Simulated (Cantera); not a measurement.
A Cantera script and its output.

```python
import numpy as np
import cantera as ct

gas = ct.Solution("gri30.yaml")
gas.TPX = 1850, 20000, {'NO': 0.31, 'N2': 0.64}
reactor = ct.IdealGasConstPressureReactor(gas, energy="off", clone=False)
net = ct.ReactorNet([reactor])
net.rtol, net.atol = 1e-08, 1e-18
show = ['NO', 'O2', 'N2O', 'NO2', 'O', 'N2']
times = np.geomspace(1e-05, 50, 14)

steps = ct.SolutionArray(gas, extra=["t"])
rows = []
print(f"{'t/s':>10s}{'T/K':>9s}{'P/Pa':>11s}" + "".join(f"{s:>11s}" for s in show))
for t in times:
    while net.time < t:
        t_next = net.step()
        steps.append(gas.state, t=t_next)
    rows.append([np.interp(t, steps.t, y) for y in (steps.T, steps.P, *steps(*show).X.T)])
    print(f"{t:10.3e}{rows[-1][0]:9.1f}{rows[-1][1]:11.4g}" + "".join(f"{x:11.3e}" for x in rows[-1][2:]))
rate = np.gradient(steps.T, steps.t)
print("integrator steps:", len(steps.t))
if steps.T.max() > steps.T[0] + 200:
    print(f"time of steepest temperature rise: {steps.t[rate.argmax()]:.4e} s")
gas.TPX = 1850, 20000, {'NO': 0.31, 'N2': 0.64}
gas.equilibrate("TP")
print(f"equilibrium (TP): T = {gas.T:.1f} K  " + "  ".join(f"{s} {gas[s].X[0]:.3e}" for s in show))
```

Result:

```
       t/s      T/K       P/Pa         NO         O2        N2O        NO2          O         N2
 1.000e-05   1850.0      2e+04  3.263e-01  1.738e-11  7.615e-08  5.549e-10  7.573e-08  6.737e-01
 3.276e-05   1850.0      2e+04  3.263e-01  1.827e-10  2.490e-07  5.791e-09  2.446e-07  6.737e-01
 1.073e-04   1850.0      2e+04  3.263e-01  1.909e-09  8.105e-07  5.897e-08  7.661e-07  6.737e-01
 3.515e-04   1850.0      2e+04  3.263e-01  1.934e-08  2.602e-06  5.387e-07  2.216e-06  6.737e-01
 1.151e-03   1850.0      2e+04  3.263e-01  2.069e-07  7.979e-06  3.778e-06  5.707e-06  6.737e-01
 3.772e-03   1850.0      2e+04  3.262e-01  3.220e-06  2.125e-05  1.752e-05  1.502e-05  6.737e-01
 1.235e-02   1850.0      2e+04  3.261e-01  5.007e-05  3.908e-05  4.026e-05  2.920e-05  6.738e-01
 4.047e-02   1850.0      2e+04  3.256e-01  2.947e-04  4.398e-05  4.486e-05  3.217e-05  6.740e-01
 1.326e-01   1850.0      2e+04  3.239e-01  1.116e-03  4.347e-05  4.865e-05  3.458e-05  6.748e-01
 4.343e-01   1850.0      2e+04  3.185e-01  3.813e-03  4.176e-05  5.910e-05  4.141e-05  6.775e-01
 1.423e+00   1850.0      2e+04  3.009e-01  1.256e-02  3.671e-05  8.185e-05  5.804e-05  6.863e-01
 4.660e+00   1850.0      2e+04  2.487e-01  3.865e-02  2.436e-05  1.099e-04  9.054e-05  7.124e-01
 1.526e+01   1850.0      2e+04  1.367e-01  9.464e-02  7.134e-06  9.298e-05  1.356e-04  7.684e-01
 5.000e+01   1850.0      2e+04  3.077e-02  1.476e-01  4.515e-07  2.610e-05  1.671e-04  8.214e-01
integrator steps: 817
equilibrium (TP): T = 1850.0 K  NO 4.434e-03  O2 1.608e-01  N2O 1.165e-07  NO2 3.926e-06  O 1.740e-04  N2 8.346e-01
```

Model: GRI-Mech 3.0 (53 species, 325 reactions), integrated in Cantera.
